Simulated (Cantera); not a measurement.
# Adiabatic ignition

An adiabatic, constant-pressure homogeneous reactor starts with CH₄ : CO : O₂ : N₂ = 1 : 0.075 : 2.08 : 7.82 (molar parts), equivalence ratio 0.98, at 1350 K and 1.00 bar.

Detailed kinetics in Cantera: GRI-Mech 3.0 (53 species, 325 reactions).

```
t (s)     T (K)   x CH₄     x CO    x O₂     x HCO   x C₂H      x OH
--------  -----  ------  -------  ------  --------  ------  --------
2.00e-6    1350  0.0911  0.00683   0.190    <1e-12  <1e-12  4.13e-10
6.59e-6    1350  0.0911  0.00683   0.190    <1e-12  <1e-12  5.83e-10
2.17e-5    1350  0.0911  0.00683   0.190    <1e-12  <1e-12   1.03e-9
7.14e-5    1350  0.0911  0.00683   0.190    <1e-12  <1e-12   2.98e-9
0.000235   1350  0.0911  0.00683   0.190  5.95e-12  <1e-12   1.19e-8
0.000775   1350  0.0910  0.00683   0.189  2.02e-10  <1e-12   5.30e-8
0.00255    1353  0.0903  0.00689   0.189   4.11e-9  <1e-12   1.84e-7
0.00840    2680  <1e-12   0.0361  0.0214   2.50e-8  <1e-12    0.0170
0.0277     2673  <1e-12   0.0363  0.0197   2.49e-8  <1e-12    0.0163
0.0911     2673  <1e-12   0.0363  0.0197   2.49e-8  <1e-12    0.0163
0.300      2673  <1e-12   0.0363  0.0197   2.49e-8  <1e-12    0.0163
```
x: mole fraction; the columns are a selection and need not sum to one.

| Quantity | Result |
|---|---|
| time of steepest temperature rise | 6.36 ms |
| temperature at 0.300 s | 2673 K |
| equilibrium temperature | 2673 K |
| x(CH₄) at 0.300 s | <1e-12 (gas-phase equilibrium <1e-12) |
| x(CO) at 0.300 s | 0.0363 (gas-phase equilibrium 0.0363) |
| x(O₂) at 0.300 s | 0.0197 (gas-phase equilibrium 0.0197) |
